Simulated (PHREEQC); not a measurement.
A solution holds 28 mmol/kgw H2SeO4, 0.25 mmol/kgw HCl and 16 mmol/kgw FeCl3, at 35 °C. Closed to the air; pH follows from the charge balance.

Model: ion-association model, wateq4f.dat, run in PHREEQC.

**Question.** The ionic strength comes out as 0.134 mol/kgw. What activity coefficients do Fe2(OH)2+4, H+, HSeO4-, FeCl+2, SeO4-2 get?

**Answer.** Fe2(OH)2+4 0.013, H+ 0.81, HSeO4- 0.76, FeCl+2 0.34, SeO4-2 0.34.

Precipitation was switched off in this run. The solution is supersaturated, for example in Hematite (slow to form), Goethite (slow to form), so a real one may precipitate; this is no full list.
